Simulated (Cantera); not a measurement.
## Thermodynamics of silicon carbide growth, feed SiHCl3 + C2H4 + H2

Charge: 1 mol SiHCl3, 0.0065 mol C2H4, 210 mol H2, at 1.00 bar.

Equilibrium computed with Cantera from the NASA thermochemical tables; the gas is ideal and each condensed phase is pure. Candidate condensed phases: C, C6H6, C7H8, C8H18, Si, SiC; 109 gas species. Mutual solubility and eutectic melting of coexisting phases are not modelled. The tables' values for SiCl3 are old estimates; treat these amounts as uncertain. Gases not in the tables: Si2H6 and higher silanes. Equilibrium is a limit: real reactors are often held back by kinetics, nucleation or transport.

```tsv
T (K)	x H2	x HCl	x SiHCl3	x SiCl4	n Si(s)	n SiC(s)
975	0.993	0.00313	0.00196	0.00108	0.261	0.00485
1075	0.991	0.00629	0.00137	0.000700	0.456	0.00626
1175	0.989	0.00982	0.000688	0.000290	0.673	0.00728
1275	0.987	0.0120	0.000229	6.92e-5	0.810	0.00804
1375	0.987	0.0127	6.40e-5	1.30e-5	0.854	0.00861
1475	0.986	0.0129	1.90e-5	2.63e-6	0.863	0.00904
1575	0.986	0.0129	6.41e-6	6.30e-7	0.860	0.00938
1675	0.986	0.0129	2.44e-6	1.77e-7	0.854	0.00965
```
x: gas mole fraction; n: condensed amount in mol.

From 975 K to 1675 K the condensed part is Si(s) + SiC(s). The main Si-bearing gas is SiHCl3 at 975 K and SiCl2 at 1675 K. The share of Si in condensed phases is highest at 1475 K (87.2 %) and lowest at 975 K (26.6 %).
